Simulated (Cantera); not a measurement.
A closed system holds: 1 mol Fe₂O₃, 4.1 mol CO, 1.1 mol H₂, equilibrated at 1675 K and 1000 Pa.

Cantera equilibrium calculation (NASA polynomials, part measured and part estimated; ideal gas, pure solids and liquids). Candidate condensed phases: C, C₆H₆, C₇H₈, C₈H₁₈, Fe, Fe(CO)₅, FeO, Fe(OH)₂, Fe(OH)₃, Fe₂O₃, Fe₃O₄, H₂O; 114 gas species. The tables' stoichiometric FeO is somewhat more stable than real wüstite, so its field is too wide. FeO: taken at fixed stoichiometry. Kinetics and transport are ignored.

Base state: CO 0.672, H₂ 0.134, CO₂ 0.116, H₂O 0.0768, H 0.000426, Fe 0.000343, OH 1.18e-5 (mole fractions); condensed: FeO(l).

What changes in the equilibrium state with this change: Fe₂O₃ replaced by TiO₂?


| species | before | after |
|---|---|---|
| CO | 0.672 | 0.776 |
| H₂ | 0.134 | 0.201 |
| CO₂ | 0.116 | 0.0120 |
| H₂O | 0.0768 | 0.0103 |
| Fe | 0.000343 | 0 |
| OH | 1.18e-5 | 1.29e-6 |
| H | 0.000426 | 0.000520 |
| FeO(l), mol | 2.00 | 0 |
| TiO₂(rutile), mol | 0 | 0.537 |
| Ti₄O₇(s), mol | 0 | 0.116 |
Mutual solubility and eutectic melting of coexisting phases are not modelled. Condensed phases not in the tables: Magnéli phases beyond Ti₄O₇. Further candidate phases: Ti, TiC, TiO, TiO₂, Ti₂O₃, Ti₃O₅, Ti₄O₇.
